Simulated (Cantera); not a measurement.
# SiH4 + NH3 + N2 (silicon nitride deposition)

A closed system holds: 1 mol SiH4, 33 mol NH3, 10 mol N2, equilibrated at 0.0100 bar.

These are equilibrium values from Cantera (NASA tables, ideal gas, pure condensed phases), not measurements of a reactor. Candidate condensed phases: Si, Si3N4; 18 gas species. The tables' values for SiN are old estimates; treat these amounts as uncertain. Gases not in the tables: Si2H6 and higher silanes. Kinetics and transport are ignored.

From 848 K to 1598 K the condensed part is Si3N4(s). From 1748 K to 2048 K the condensed part is Si(l).

| T (K) | log p H2 | log p N2 | log p H | log p Si | n Si3N4(s) | n Si(l) |
|---|---|---|---|---|---|---|
| 848 | -2.18 | -2.48 | -11.81 | <-14 | 0.333 | 0 |
| 998 | -2.18 | -2.48 | -9.76 | <-14 | 0.333 | 0 |
| 1148 | -2.18 | -2.48 | -8.23 | <-14 | 0.333 | 0 |
| 1298 | -2.18 | -2.48 | -7.06 | -12.96 | 0.333 | 0 |
| 1448 | -2.18 | -2.48 | -6.12 | -10.07 | 0.333 | 0 |
| 1598 | -2.18 | -2.48 | -5.36 | -7.74 | 0.333 | 0 |
| 1748 | -2.18 | -2.47 | -4.73 | -5.84 | 0 | 0.985 |
| 1898 | -2.18 | -2.47 | -4.20 | -4.91 | 0 | 0.885 |
| 2048 | -2.19 | -2.48 | -3.75 | -4.12 | 0 | 0.318 |
log p: log10 of the partial pressure in bar; n: condensed amount in mol.
